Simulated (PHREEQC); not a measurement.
CaCl2 is added in steps, without added water, to 1 kg of water holding 0.0053 mol/kgw HF, 0.028 mol/kgw NaF, 2.1e-06 mol/kgw H4SiO4 and 0.012 mol/kgw H2SO4, at 51 °C. Oxygen is held at 0.21 atm. No CO2 enters from the air. The run lets Gypsum, Fluorite, Portlandite, SiO2(a), Halite, Mirabilite precipitate or redissolve, and no other solid.

Base run: PHREEQC, ion-association model, wateq4f.dat. Each further column changes one thing. The table gives Ca in solution (mol/kgw).

```
CaCl2 added (mol)      base  Debye-Hückel limiting law  database phreeqc.dat  Davies equation for every ion  all activity coefficients set to 1
-----------------  --------  -------------------------  --------------------  -----------------------------  ----------------------------------
0                         0                          0                     0                              0                                   0
0.001275            7.17e-6                    8.70e-6               6.44e-6                        7.16e-6                             4.90e-6
0.002975            1.46e-5                    1.76e-5               1.31e-5                        1.46e-5                             1.00e-5
0.00425             2.60e-5                    3.12e-5               2.33e-5                        2.58e-5                             1.81e-5
0.005525            4.69e-5                    5.59e-5               4.22e-5                        4.65e-5                             3.32e-5
0.007225           0.000103                   0.000122               9.39e-5                       0.000102                             7.55e-5
0.0085             0.000186                   0.000216              0.000170                       0.000183                            0.000139
0.009775           0.000329                   0.000378              0.000305                       0.000323                            0.000253
0.01148            0.000677                   0.000762              0.000641                       0.000666                            0.000545
0.01275             0.00111                    0.00122               0.00106                        0.00109                            0.000926
0.01402             0.00170                    0.00184               0.00165                        0.00168                             0.00148
0.01572             0.00273                    0.00290               0.00268                        0.00270                             0.00247
0.017               0.00364                    0.00382               0.00359                        0.00361                             0.00337
```

Away from 25 °C the constants follow the database's enthalpies or fits; those with neither stay at their 25 °C values. SiF6-2 is the database's only silicon fluoride. phreeqc.dat and wateq4f.dat share most of their constants, so their agreement is no independent check. Solids allowed in the column 'database phreeqc.dat': Gypsum, Fluorite, SiO2(a), Halite.
